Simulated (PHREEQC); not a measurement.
Solution (25 °C): 0.15 mol/kgw HF and 0.0062 mol/kgw CsF. Closed to the air; pH follows from the charge balance.

The numbers come from PHREEQC with the ion-association model, wateq4f.dat.

Precipitation was switched off in this run.

### Question
Estimate the pH, ionic strength.

### Answer
pH 2.16; ionic strength 0.0138 mol/kgw.

### Question
In which forms is F present?

### Answer
HF 60 %, H2F2 29 %, F- 6.5 %, HF2- 4.7 % of the F.

wateq4f.dat counts part of the HF as a dimer, H2F2, which phreeqc.dat doesn't know; its constant is uncertain.
